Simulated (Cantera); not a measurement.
**Diamond growth**

A diamond (100) surface in a fixed gas of H2 with x(CH4) = 0.0029, x(H) = 0.0089, x(CH3) = 5.3e-05, 128 Torr; coverages are run to steady state.

Model: the Harris–Goodwin 1993 mechanism for the reconstructed diamond (100) surface, integrated in Cantera.

```csv
T (K),growth (µm/h),θ c6HH,θ c6H*,θ c6*H,θ c6**,θ c6HM
950,3.73,0.640,0.0144,0.334,0.00670,0.00400
1000,4.74,0.594,0.0185,0.373,0.00974,0.00322
1050,5.79,0.551,0.0232,0.409,0.0136,0.00259
1100,6.73,0.510,0.0281,0.440,0.0183,0.00206
1150,7.25,0.473,0.0333,0.467,0.0238,0.00156
1200,6.97,0.439,0.0386,0.490,0.0301,0.00107
1250,5.86,0.409,0.0440,0.509,0.0372,0.000630
1300,4.52,0.381,0.0494,0.524,0.0449,0.000322
1350,3.56,0.356,0.0547,0.536,0.0530,0.000149
1400,3.09,0.334,0.0598,0.544,0.0616,6.61e-5
```
θ: site fractions in the mechanism's names (c6HH fully hydrogenated, c6H* and c6*H radical sites, c6** diradical, c6HM methylated).
